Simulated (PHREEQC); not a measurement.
## Acid rinse or clean: speciation

Make-up at 25 °C: 0.061 mol H2SO4, 0.0029 mol NiCl2 and 0.12 mol CuCl2 per kg of water. Closed to the air; pH follows from the charge balance.

Equilibrium calculation in PHREEQC: ion-association model, wateq4f.dat.

Each row changes one thing in this solution. This is a speciation only: nothing precipitates in the calculation.

```json
[
 {"case": "as made", "pH": "1.16", "ionic strength (mol/kgw)": "0.396", "CuCl+ (mol/kgw)": "0.0147", "CuCl2 (mol/kgw)": "0.000727", "CuCl3- (mol/kgw)": "6.41e-7", "CuOH+ (mol/kgw)": "5.15e-9", "SI of Tenorite (CuO)": "-6.93", "SI of Atacamite (Cu2(OH)3Cl)": "-7.93"},
 {"case": "temperature from 25 to 20 °C", "pH": "1.15", "ionic strength (mol/kgw)": "0.402", "CuCl+ (mol/kgw)": "0.0120", "CuCl2 (mol/kgw)": "0.000568", "CuCl3- (mol/kgw)": "4.65e-7", "CuOH+ (mol/kgw)": "5.21e-9", "SI of Tenorite (CuO)": "-7.12", "SI of Atacamite (Cu2(OH)3Cl)": "-8.16"},
 {"case": "H2SO4 left out", "pH": "4.22", "ionic strength (mol/kgw)": "0.330", "CuCl+ (mol/kgw)": "0.0173", "CuCl2 (mol/kgw)": "0.000892", "CuCl3- (mol/kgw)": "7.64e-7", "CuOH+ (mol/kgw)": "7.01e-6", "SI of Tenorite (CuO)": "-0.72", "SI of Atacamite (Cu2(OH)3Cl)": "+1.42"},
 {"case": "0.0047 mol/kgw KOH added", "pH": "1.18", "ionic strength (mol/kgw)": "0.396", "CuCl+ (mol/kgw)": "0.0147", "CuCl2 (mol/kgw)": "0.000725", "CuCl3- (mol/kgw)": "6.39e-7", "CuOH+ (mol/kgw)": "5.37e-9", "SI of Tenorite (CuO)": "-6.89", "SI of Atacamite (Cu2(OH)3Cl)": "-7.88"},
 {"case": "NiCl2 replaced by NaCl at the same molality", "pH": "1.16", "ionic strength (mol/kgw)": "0.392", "CuCl+ (mol/kgw)": "0.0146", "CuCl2 (mol/kgw)": "0.000717", "CuCl3- (mol/kgw)": "6.25e-7", "CuOH+ (mol/kgw)": "5.16e-9", "SI of Tenorite (CuO)": "-6.92", "SI of Atacamite (Cu2(OH)3Cl)": "-7.93"},
 {"case": "NiCl2 left out", "pH": "1.16", "ionic strength (mol/kgw)": "0.389", "CuCl+ (mol/kgw)": "0.0145", "CuCl2 (mol/kgw)": "0.000704", "CuCl3- (mol/kgw)": "6.06e-7", "CuOH+ (mol/kgw)": "5.17e-9", "SI of Tenorite (CuO)": "-6.92", "SI of Atacamite (Cu2(OH)3Cl)": "-7.94"}
]
```

Complexes and solids missing from the database can't appear. Some of these states are supersaturated (in Atacamite, for instance).
